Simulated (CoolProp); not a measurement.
The numbers come from the reference Helmholtz-energy equation of state, Thol 2015 in CoolProp.

Problem. Give the vapour pressure (bar), liquid density (kg/m³), surface tension (mN/m) of saturated octamethylcyclotetrasiloxane (D4) at 468.2 K.

Solution. 
| T (K) | p (bar) | liquid density (kg/m³) | surface tension (mN/m) |
|---|---|---|---|
| 468.2 | 1.61 | 737 | 6.15 |

Surface tension comes from a separate correlation (Mulero 2014), older than this fluid's equation and unchecked against measurements.
